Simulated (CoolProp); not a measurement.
Vapour-liquid equilibrium of benzene (1) + ethylbenzene (2) at 398 K; x and y are mole fractions of (1).

Computed with CoolProp (multi-fluid Helmholtz-energy mixture model, Thol 2012 and Zhou 2012; pair parameters Bell 2016).

```json
[
 {"x": "0.05", "bubble pressure, mixture model (kPa)": "84.45", "bubble pressure, Raoult's law (kPa)": "87.14", "y, mixture model": "(withheld)", "y, Raoult's law": "0.193"},
 {"x": "0.15", "bubble pressure, mixture model (kPa)": "(withheld)", "bubble pressure, Raoult's law (kPa)": "113.4", "y, mixture model": "0.400", "y, Raoult's law": "0.445"},
 {"x": "0.25", "bubble pressure, mixture model (kPa)": "(withheld)", "bubble pressure, Raoult's law (kPa)": "139.6", "y, mixture model": "0.562", "y, Raoult's law": "0.602"},
 {"x": "0.35", "bubble pressure, mixture model (kPa)": "153.6", "bubble pressure, Raoult's law (kPa)": "165.9", "y, mixture model": "0.680", "y, Raoult's law": "0.710"},
 {"x": "0.45", "bubble pressure, mixture model (kPa)": "(withheld)", "bubble pressure, Raoult's law (kPa)": "192.2", "y, mixture model": "(withheld)", "y, Raoult's law": "0.788"},
 {"x": "0.55", "bubble pressure, mixture model (kPa)": "206.1", "bubble pressure, Raoult's law (kPa)": "218.4", "y, mixture model": "(withheld)", "y, Raoult's law": "0.848"},
 {"x": "0.65", "bubble pressure, mixture model (kPa)": "234.1", "bubble pressure, Raoult's law (kPa)": "244.7", "y, mixture model": "(withheld)", "y, Raoult's law": "0.894"},
 {"x": "0.75", "bubble pressure, mixture model (kPa)": "263.0", "bubble pressure, Raoult's law (kPa)": "270.9", "y, mixture model": "0.930", "y, Raoult's law": "0.932"},
 {"x": "0.85", "bubble pressure, mixture model (kPa)": "292.3", "bubble pressure, Raoult's law (kPa)": "297.2", "y, mixture model": "0.963", "y, Raoult's law": "0.963"},
 {"x": "0.95", "bubble pressure, mixture model (kPa)": "(withheld)", "bubble pressure, Raoult's law (kPa)": "323.4", "y, mixture model": "0.989", "y, Raoult's law": "0.989"}
]
```

Task: What belongs in the gaps?

Result: 
- 0.05, y, mixture model: 0.163
- 0.15, bubble pressure, mixture model (kPa): 106.2
- 0.25, bubble pressure, mixture model (kPa): 129.2
- 0.45, bubble pressure, mixture model (kPa): 179.2
- 0.45, y, mixture model: 0.768
- 0.55, y, mixture model: 0.836
- 0.65, y, mixture model: 0.888
- 0.95, bubble pressure, mixture model (kPa): 321.9

The largest gap from Raoult's law is -7.4 % in bubble pressure, at x = 0.25. No azeotrope shows between x = 0.05 and 0.95.

The pair parameters rest on a limited set of measurements; away from them the model extrapolates.
